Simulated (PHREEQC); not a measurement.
Make-up at 20 °C: 1.2 mmol/kgw TMAH and 0.25 mmol/kgw K2SiO3. Closed to the air; pH follows from the charge balance.

All values are PHREEQC results (ion-association model, phreeqc.dat), not measurements.

Each row changes one thing in this solution. Precipitation was switched off in this run.

| case | pH | ionic strength (mol/kgw) |
|---|---|---|
| as made | 11.31 | 0.00170 |
| diluted 100-fold with water | 9.38 | 1.70e-5 |
| TMAH from 0.0012 to 0.006 mol/kgw | 11.92 | 0.00651 |
| TMAH from 0.0012 to 0.00108 mol/kgw | (withheld) | (withheld) |
| diluted 2-fold with water | 11.02 | 0.000851 |
| K2SiO3 replaced by K2SO4 at the same molality | 11.22 | (withheld) |

**Question.** Some entries are withheld; supply them.

**Answer.** 
- TMAH from 0.0012 to 0.00108 mol/kgw, pH: 11.27
- TMAH from 0.0012 to 0.00108 mol/kgw, ionic strength (mol/kgw): 0.00158
- K2SiO3 replaced by K2SO4 at the same molality, ionic strength (mol/kgw): 0.00195

Species that the database lacks are ignored. (CH3)4N+ isn't in the database: it is added as a free cation with an ion size of 4 Å.
